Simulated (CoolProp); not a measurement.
Vapour-liquid equilibrium of R152A (1) + R113 (2) at 22.95 °C; x and y are mole fractions of (1).

Computed with CoolProp (multi-fluid Helmholtz-energy mixture model, Outcalt 1996 and Marx 1992; pair parameters Bell 2016).

Problem. Give the bubble pressure and the first vapour's composition at x = 0.2, 0.35, 0.65. Is there an azeotrope?

Solution. x = 0.2: 0.2230 MPa, y = 0.834; x = 0.35: 0.3139 MPa, y = 0.893; x = 0.65: 0.4284 MPa, y = 0.940. No azeotrope shows between x = 0.05 and 0.95.

The pair parameters rest on a limited set of measurements; away from them the model extrapolates. With so large a gap from Raoult's law the liquid may split in two, which this calculation doesn't test in full.
